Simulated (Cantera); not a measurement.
Feed: 1 mol Fe₃O₄, 1300 mol H₂, equilibrated at 1.00 Torr.

These are equilibrium values from Cantera (NASA tables, ideal gas, pure condensed phases), not measurements of a reactor. Candidate condensed phases: Fe, FeO, Fe(OH)₂, Fe(OH)₃, Fe₂O₃, Fe₃O₄, H₂O; 12 gas species. Rates play no part.

Problem. At 1650 K, list the 4 most abundant gas species with their mole fractions, and the condensed phases.

Solution. H₂ 0.992, H₂O 0.00307, H 0.00248, Fe 0.00203. Condensed: Fe(γ).
